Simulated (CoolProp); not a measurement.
Saturated liquid density (kg/m³) of R115: the reference equation beside estimates from Tc = 353.1 K, pc = 3129 kPa, ω = 0.248. Rackett uses Z = 0.29056 − 0.08775 ω.

Model: reference Helmholtz-energy equation of state, Lemmon 2016, in CoolProp.

```
T (K)  reference  Rackett  van der Waals  Soave-Redlich-Kwong  Peng-Robinson
-----  ---------  -------  -------------  -------------------  -------------
271.3       1406     1455          879.7                 1312           1489
276.7       1384     1431          864.9                 1286           1459
282.2       1360     1406          849.3                 1258           1428
287.7       1336     1379          833.1                 1229           1394
293.2       1310     1352          816.1                 1197           1359
298.7       1283     1323          798.2                 1164           1322
304.1       1256     1293          779.7                 1130           1282
309.6       1226     1261          759.8                 1093           1239
315.1       1194     1227          738.6                 1052           1193
320.6       1160     1191          715.7                 1009           1142
326.1       1122     1151          690.8                961.6           1087
331.5       1081     1107          663.7                909.9           1026
```

Absolute difference from the reference over all 12 rows, mean and median: Rackett 3.0 and 3.0 %, van der Waals 37.9 and 37.9 %, Soave-Redlich-Kwong 10.3 and 9.7 %, Peng-Robinson 3.4 and 3.4 %.
